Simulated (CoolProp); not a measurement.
Properties of hydrogen sulfide along the isobar 60.6 bar.

Model: reference Helmholtz-energy equation of state, Lemmon 2006, in CoolProp. It is a short technical equation, of lower accuracy than the large ones.

| T (°C) | phase | Z | speed of sound (m/s) | Joule-Thomson coefficient (K/MPa) | expansivity (1/kK) |
|---|---|---|---|---|---|
| -15.95 | liquid | 0.1104 | 1105 | -0.2441 | 2.220 |
| 4.35 | liquid | 0.1074 | 995.1 | -0.1686 | 2.558 |
| 24.75 | liquid | 0.1059 | 878.7 | -0.04794 | 3.082 |
| 45.05 | liquid | 0.1065 | 751.6 | 0.1583 | 4.004 |
| 65.45 | liquid | 0.1106 | 600.2 | 0.5901 | 6.222 |
| 85.75 | gas | 0.6471 | 273.0 | 12.14 | 11.86 |
| 106.05 | gas | 0.7349 | 299.0 | 10.47 | 7.102 |
| 126.45 | gas | 0.7900 | 318.3 | 9.172 | 5.335 |
| 146.75 | gas | 0.8290 | 334.2 | 8.130 | 4.376 |
| 167.15 | gas | 0.8586 | 348.2 | 7.263 | 3.754 |
| 187.45 | gas | 0.8817 | 360.7 | 6.535 | 3.317 |
